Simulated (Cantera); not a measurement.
An isothermal, constant-pressure homogeneous reactor starts with CH4 : N2 = 1 : 63 (molar parts), at 1525 K and 825 Torr.

Computed with Cantera and GRI-Mech 3.0 (53 species, 325 reactions). GRI-Mech 3.0 stops at C3 and has no aromatics, soot or wall deposition, so with more carbon than oxygen in the feed, carbon stays in small species such as C2H2 where larger ones or solid carbon would form.

Problem. Predict: x(CH4) at 2.00 s; x(H2) at 2.00 s; x(H) at 2.00 s; x(HCN) at 2.00 s; x(C2H6) at 2.00 s; x(C2H) at 2.00 s.

Solution. 
```json
{
 "x(CH4) at 2.00 s": "0.00300 (gas-phase equilibrium 6.91e-5)",
 "x(H2) at 2.00 s": "0.0186 (gas-phase equilibrium 0.0230)",
 "x(H) at 2.00 s": "2.77e-6 (gas-phase equilibrium 3.44e-6)",
 "x(HCN) at 2.00 s": "6.88e-8 (gas-phase equilibrium 0.0138)",
 "x(C2H6) at 2.00 s": "1.14e-6 (gas-phase equilibrium 7.76e-10)",
 "x(C2H) at 2.00 s": "2.02e-9 (gas-phase equilibrium 2.53e-10)"
}
```
